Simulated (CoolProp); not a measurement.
Vapour-liquid equilibrium of n-pentane (1) + toluene (2) at 1.24 bar; x and y are mole fractions of (1).

Values from CoolProp's multi-fluid Helmholtz-energy mixture model, Thol 2019 and Lemmon 2006; pair parameters Bell 2016.

Q: Give the bubble temperature and the first vapour's composition at x = 0.2, 0.8, 0.95. Is there an azeotrope?

A: x = 0.2: 353.0 K, y = 0.734; x = 0.8: 321.1 K, y = 0.973; x = 0.95: 316.7 K, y = 0.994. No azeotrope shows between x = 0.05 and 0.95.

Pair parameters are fitted to limited data, so mixtures are less certain than the pure fluids.
